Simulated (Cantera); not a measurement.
Input: 1 mol C₂H₆, 0.051 mol O₂, 2.8 mol H₂, equilibrated at 2725 K and 8000 Pa.

These are equilibrium values from Cantera (NASA tables, ideal gas, pure condensed phases), not measurements of a reactor. Candidate condensed phases: C, C₆H₆, C₇H₈, C₈H₁₈, H₂O; 110 gas species. The numbers say what is thermodynamically allowed, not how fast it happens.

Base state: H₂ 0.770, H 0.194, C₂H₂ (acetylene) 0.0198, CO 0.0156, C₂H 0.000554, C₄H₂ 0.000213, C₃ 0.000153, C 3.54e-5 (mole fractions); condensed: C(graphite).

**Question.** What changes in the equilibrium state with this change: temperature from 2725 K to 2900 K?

**Answer.** 
| species | before | after |
|---|---|---|
| H₂ | 0.770 | 0.630 |
| H | 0.194 | 0.322 |
| C₂H₂ (acetylene) | 0.0198 | 0.0290 |
| CO | 0.0156 | 0.0144 |
| C₅ | 1.12e-6 | 1.73e-5 |
| C₂ | 1.47e-5 | 0.000129 |
| C₃ | 0.000153 | 0.00129 |
| C | 3.54e-5 | 0.000237 |
| C₆H₂ | 2.40e-6 | 1.13e-5 |
| C(graphite), mol | 1.62 | 1.41 |
